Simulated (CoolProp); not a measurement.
A simple Rankine cycle with R1224YDZ: condensing at 319.15 K, boiler at 2.21 MPa, turbine inlet 410.6 K, turbine efficiency 0.7, pump efficiency 0.6, no recuperator. Each further row changes one setting.

Values from CoolProp's reference Helmholtz-energy equation of state, Akasaka 2023.

```json
[
 {"case": "as stated", "thermal efficiency (%)": "10.5", "net work (kJ/kg)": "21.5", "heat in (kJ/kg)": "205", "turbine exit temperature (K)": "352.5", "volume ratio over the turbine": "9.65"},
 {"case": "turbine inlet 430.6 K", "thermal efficiency (%)": "10.6", "net work (kJ/kg)": "24.4", "heat in (kJ/kg)": "231", "turbine exit temperature (K)": "378.5", "volume ratio over the turbine": "8.73"},
 {"case": "condensing temperature 311.15 K", "thermal efficiency (%)": "11.4", "net work (kJ/kg)": "24.5", "heat in (kJ/kg)": "214", "turbine exit temperature (K)": "347.8", "volume ratio over the turbine": "12.4"},
 {"case": "boiler pressure 1.55 MPa", "thermal efficiency (%)": "9.2", "net work (kJ/kg)": "20.3", "heat in (kJ/kg)": "219", "turbine exit temperature (K)": "370.1", "volume ratio over the turbine": "5.81"},
 {"case": "turbine efficiency 0.6", "thermal efficiency (%)": "8.8", "net work (kJ/kg)": "18.1", "heat in (kJ/kg)": "205", "turbine exit temperature (K)": "356.3", "volume ratio over the turbine": "9.79"}
]
```
